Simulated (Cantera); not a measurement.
**Transport properties of process gases**

Gas mixture: 100 % NO, at 1.90 bar, frozen composition.

Cantera's kinetic-theory transport with the Lennard-Jones parameters of GRI-Mech 3.0, ideal gas; thermal conductivity in the mixture-averaged form. The composition is frozen, though it would react at the higher temperatures.

```
T (K)  ρ (kg/m³)  cp (J/kg/K)  μ (µPa s)  λ (mW/m/K)     Pr  D (cm²/s) CO₂  D (cm²/s) NH₃  D (cm²/s) H₂O
-----  ---------  -----------  ---------  ----------  -----  -------------  -------------  -------------
400         1.71        998.6       23.1        32.4  0.712          0.139          0.201          0.208
650         1.05         1054       32.3        48.2  0.706          0.326          0.488          0.512
900        0.762         1114       40.1        63.0  0.708          0.569          0.863          0.913
1150       0.596         1153       47.0        76.7  0.707          0.860           1.31           1.40
1400       0.490         1181       53.4        89.4  0.706           1.20           1.84           1.95
1650       0.416         1202       59.4         101  0.706           1.57           2.42           2.58
1900       0.361         1219       65.1         112  0.706           1.99           3.07           3.27
2150       0.319         1231       70.5         123  0.706           2.44           3.77           4.03
```
D: mixture-averaged diffusion coefficient of that species in the mixture.
